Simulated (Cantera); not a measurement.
An adiabatic, constant-pressure homogeneous reactor starts with CH4 : CO : O2 : N2 = 1 : 0.24 : 6.42 : 24.2 (molar parts), equivalence ratio 0.33, at 1775 K and 0.380 bar. Integrator tolerance rtol = 1e-08.

Model: GRI-Mech 3.0 (53 species, 325 reactions), integrated in Cantera.

Question: What does this change do: 0.78 parts H2 added?

Answer: 
| quantity | before | after |
|---|---|---|
| time of steepest temperature rise | 0.311 ms | 96.7 µs |
| temperature at 5.00 s | 2368 K | 2451 K |
| equilibrium temperature | 2368 K | 2451 K |
| x(CH4) at 5.00 s | <1e-12 (gas-phase equilibrium <1e-12) | <1e-12 (gas-phase equilibrium <1e-12) |
| x(CO) at 5.00 s | 0.00291 (gas-phase equilibrium 0.00291) | 0.00466 (gas-phase equilibrium 0.00466) |
| x(O2) at 5.00 s | 0.126 (gas-phase equilibrium 0.126) | 0.111 (gas-phase equilibrium 0.111) |
| x(NO2) at 5.00 s | 6.68e-6 (gas-phase equilibrium 6.68e-6) | 6.21e-6 (gas-phase equilibrium 6.21e-6) |
| x(CH3) at 5.00 s | <1e-12 (gas-phase equilibrium <1e-12) | <1e-12 (gas-phase equilibrium <1e-12) |
| x(OH) at 5.00 s | 0.00797 (gas-phase equilibrium 0.00797) | 0.0118 (gas-phase equilibrium 0.0118) |
